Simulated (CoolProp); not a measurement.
Vapour-liquid equilibrium of toluene (1) + n-octane (2) at 0.155 MPa; x and y are mole fractions of (1).

Values from CoolProp's multi-fluid Helmholtz-energy mixture model, Lemmon 2006 and Beckmüller 2019; pair parameters Bell 2016.

| x | bubble temperature (K) | y at the bubble point | dew temperature at overall composition x (K) | liquid density (mol/L) |
|---|---|---|---|---|
| 0.05 | 413.3 | 0.083 | 413.9 | 5.323 |
| 0.125 | 411.2 | 0.195 | 412.5 | 5.493 |
| 0.2 | 409.3 | 0.293 | 411.1 | 5.669 |
| 0.275 | 407.7 | 0.381 | 409.7 | 5.854 |
| 0.35 | 406.2 | 0.459 | 408.2 | 6.048 |
| 0.425 | 404.9 | 0.530 | 406.8 | 6.251 |
| 0.5 | 403.8 | 0.596 | 405.5 | 6.466 |
| 0.575 | 402.8 | 0.658 | 404.1 | 6.693 |
| 0.65 | 402.0 | 0.717 | 402.9 | 6.934 |
| 0.725 | 401.2 | 0.775 | 401.8 | 7.189 |
| 0.8 | 400.6 | 0.833 | 400.9 | 7.461 |
| 0.875 | 400.1 | 0.893 | 400.2 | 7.751 |
| 0.95 | 399.6 | 0.956 | 399.7 | 8.060 |

No azeotrope shows between x = 0.05 and 0.95.

The pair parameters rest on a limited set of measurements; away from them the model extrapolates.
